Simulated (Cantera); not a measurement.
## Ammonia decomposition in nitride growth gas

An isothermal, constant-pressure homogeneous reactor starts with NH3 : N2 = 1 : 0.41 (molar parts), at 1875 K and 5400 Pa.

Computed with Cantera and the gas-phase N/H chemistry of the illustrative SiF4/NH3 mechanism in the Surface Chemkin manual (1991). Walls and surfaces, which speed up NH3 decomposition in real reactors, are not modelled.

```csv
t (s),x NH3,x NH2,x N2H4,x NH,x H2,x N2,x H
0.000500,0.709,9.42e-5,6.48e-10,1.01e-7,4.79e-5,0.291,1.46e-7
0.00129,0.709,0.000240,4.25e-9,6.51e-7,0.000136,0.291,1.92e-7
0.00335,0.708,0.000546,2.20e-8,2.42e-6,0.000555,0.291,5.00e-7
0.00865,0.705,0.000751,4.18e-8,3.99e-6,0.00275,0.291,1.60e-6
0.0224,0.698,0.000742,4.07e-8,4.47e-6,0.00928,0.292,4.10e-6
0.0579,0.679,0.000703,3.66e-8,5.21e-6,0.0259,0.294,1.02e-5
0.150,0.633,0.000640,3.03e-8,6.12e-6,0.0661,0.300,2.46e-5
0.387,0.533,0.000547,2.22e-8,6.68e-6,0.154,0.312,5.78e-5
1.00,0.357,0.000409,1.24e-8,6.35e-6,0.309,0.334,0.000128
2.59,0.155,0.000229,3.89e-9,4.90e-6,0.486,0.359,0.000261
6.70,0.0301,7.41e-5,4.06e-10,2.70e-6,0.595,0.374,0.000529
17.3,0.000678,5.51e-6,2.22e-12,6.71e-7,0.620,0.377,0.00182
44.8,3.61e-5,3.60e-7,<1e-12,5.39e-8,0.621,0.377,0.00223
116,1.00e-5,1.00e-7,<1e-12,1.50e-8,0.621,0.377,0.00224
300,3.50e-6,3.50e-8,<1e-12,5.24e-9,0.621,0.377,0.00224
```
x: mole fraction; the columns are a selection and need not sum to one.

Equilibrium at this temperature and pressure: NH3 4.05e-7, NH2 4.04e-9, N2H4 <1e-12, NH 6.05e-10, H2 0.621, N2 0.377, H 0.00224 (gas phase only).
